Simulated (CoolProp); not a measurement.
Hexamethyldisiloxane (MM) at several states: Z from the reference equation and from simpler models built on Tc = 518.7 K, pc = 1.931 MPa, ω = 0.418; each cubic takes its own stable root.

Model: reference Helmholtz-energy equation of state, Thol 2016, in CoolProp.

```tsv
T (K)	p (MPa)	phase	reference
264.5	0.0294	liquid	0.002732
403.2	3.81	liquid	0.2831
596.4	0.0218	gas	0.9976
475.4	3.08	liquid	0.2313
554.1	0.0133	gas	0.9981
574.4	0.808	gas	0.8907
```

Problem. How far does each simpler model (van der Waals, Soave-Redlich-Kwong) lie from the reference over these 6 states: mean and median of the absolute difference, and the worst?

Solution. 
- van der Waals: mean 5971.3 %, median 26.0 %, worst +35719.9 % at 264.5 K and 0.0294 MPa
- Soave-Redlich-Kwong: mean 4.3 %, median 3.5 %, worst +10.2 % at 475.4 K and 3.08 MPa

At some of these states van der Waals gives the other phase, because its saturation line lies elsewhere.
